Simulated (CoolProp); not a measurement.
Computed with CoolProp (reference Helmholtz-energy equation of state, Lemmon 2016).

For R365MFC, give the phase and the density (kg/m³), cv (kJ/(kg K)), Joule-Thomson coefficient (K/MPa), isothermal compressibility (1/MPa) at -10.95 °C and 0.968 MPa.


- -10.95 °C and 0.968 MPa: liquid; density 1330, cv 0.980, Joule-Thomson coefficient -0.349, isothermal compressibility 0.00132
